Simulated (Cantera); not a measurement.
An isothermal, constant-pressure homogeneous reactor starts with 7.25 % H₂, 9.18 % O₂, 83.6 % N₂, at 848 K and 0.799 atm.

Model: GRI-Mech 3.0 (53 species, 325 reactions), integrated in Cantera. Below about 950 K walls govern HO2 and H2O2 in real vessels. The temperature is held fixed by assumption; the heat of reaction is taken as removed at once.

Q: Predict: x(H₂) at 20.0 s; x(O₂) at 20.0 s; x(H₂O) at 20.0 s; x(OH) at 20.0 s.

A: 
```json
{
 "x(H₂) at 20.0 s": "0.0359 (gas-phase equilibrium <1e-12)",
 "x(O₂) at 20.0 s": "0.0744 (gas-phase equilibrium 0.0576)",
 "x(H₂O) at 20.0 s": "0.0377 (gas-phase equilibrium 0.0753)",
 "x(OH) at 20.0 s": "5.81e-9 (gas-phase equilibrium 2.30e-9)"
}
```
